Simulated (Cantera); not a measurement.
# SiH2Cl2 + Cl2 + H2 + HCl (silicon epitaxy and polysilicon growth)

A closed system holds: 1 mol SiH2Cl2, 0.14 mol Cl2, a varied amount of H2, 1.4 mol HCl, held at 1348 K and 1330 Pa.

These are equilibrium values from Cantera (NASA tables, ideal gas, pure condensed phases), not measurements of a reactor. Candidate condensed phases: Si; 19 gas species. The tables' values for SiCl3 are old estimates; treat these amounts as uncertain. The numbers say what is thermodynamically allowed, not how fast it happens.

| n(H2) (mol) | log p H2 | log p HCl | log p SiCl2 | log p SiCl3 | log p SiCl4 | log p SiHCl3 | n Si(s) |
|---|---|---|---|---|---|---|---|
| 6.8 | -1.99 | -2.72 | -3.00 | -3.85 | -4.00 | -4.52 | 0.0281 |
| 9.3 | -1.97 | -2.77 | -3.11 | -4.02 | -4.23 | -4.68 | 0.0911 |
| 13 | -1.95 | -2.82 | -3.25 | -4.22 | -4.50 | -4.87 | 0.170 |
| 17 | -1.94 | -2.88 | -3.37 | -4.41 | -4.74 | -5.05 | 0.241 |
| 24 | -1.92 | -2.96 | -3.54 | -4.67 | -5.09 | -5.31 | 0.339 |
| 33 | -1.91 | -3.04 | -3.72 | -4.94 | -5.45 | -5.57 | 0.432 |
| 45 | -1.90 | -3.13 | -3.91 | -5.22 | -5.83 | -5.85 | 0.521 |
| 61 | -1.90 | -3.23 | -4.11 | -5.52 | -6.23 | -6.14 | 0.603 |
| 83 | -1.89 | -3.33 | -4.32 | -5.84 | -6.65 | -6.46 | 0.678 |
| 110 | -1.89 | -3.43 | -4.53 | -6.14 | -7.06 | -6.76 | 0.739 |
| 160 | -1.88 | -3.57 | -4.81 | -6.57 | -7.63 | -7.19 | 0.806 |
| 210 | -1.88 | -3.68 | -5.02 | -6.89 | -8.05 | -7.50 | 0.845 |
| 290 | -1.88 | -3.81 | -5.28 | -7.28 | -8.57 | -7.89 | 0.883 |
log p: log10 of the partial pressure in bar; n: condensed amount in mol.

From 6.8 mol H2 to 290 mol H2 the condensed part is Si(s). The main Si-bearing gas is SiCl2 throughout. The share of Si in condensed phases is highest at 290 mol H2 (88.3 %) and lowest at 6.8 mol H2 (2.8 %).
